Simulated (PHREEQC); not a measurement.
Solution (57 °C): 18 mmol/kgw ZnSO4, 1.5 mmol/kgw Na2SO4 and 9.2 mmol/kgw NiCl2. Closed to the air; pH follows from the charge balance.

The numbers come from PHREEQC with the ion-association model, wateq4f.dat.

| Property | Result |
|---|---|
| pH | 5.28 |
| ionic strength | 0.0673 mol/kgw |

```json
[
 {"species": "Cl-", "molality": "0.0175", "activity": "0.0137", "log γ": "-0.107"},
 {"species": "Zn+2", "molality": "0.0111", "activity": "0.00474", "log γ": "-0.370"},
 {"species": "SO4-2", "molality": "0.0103", "activity": "0.00416", "log γ": "-0.395"},
 {"species": "Ni+2", "molality": "0.00647", "activity": "0.00256", "log γ": "-0.403"},
 {"species": "ZnSO4", "molality": "0.00568", "activity": "0.00577", "log γ": "0.007"},
 {"species": "Na+", "molality": "0.00293", "activity": "0.00233", "log γ": "-0.099"},
 {"species": "NiSO4", "molality": "0.00262", "activity": "0.00266", "log γ": "0.007"},
 {"species": "ZnCl+", "molality": "0.000792", "activity": "0.000623", "log γ": "-0.105"},
 {"species": "Zn(SO4)2-2", "molality": "0.000395", "activity": "0.000156", "log γ": "-0.403"},
 {"species": "NiCl+", "molality": "0.000111", "activity": "8.77e-5", "log γ": "-0.101"},
 {"species": "NaSO4-", "molality": "7.27e-5", "activity": "5.83e-5", "log γ": "-0.096"},
 {"species": "ZnOH+", "molality": "1.11e-5", "activity": "8.81e-6", "log γ": "-0.101"},
 {"species": "ZnCl2", "molality": "9.84e-6", "activity": "1.00e-5", "log γ": "0.007"},
 {"species": "H+", "molality": "6.33e-6", "activity": "5.27e-6", "log γ": "-0.079"},
 {"species": "HSO4-", "molality": "5.85e-6", "activity": "4.63e-6", "log γ": "-0.101"},
 {"species": "NiCl2", "molality": "4.28e-6", "activity": "4.35e-6", "log γ": "0.007"}
]
```

No solid was allowed to form. Species that the database lacks are ignored. Constants without temperature data keep their 25 °C values here.
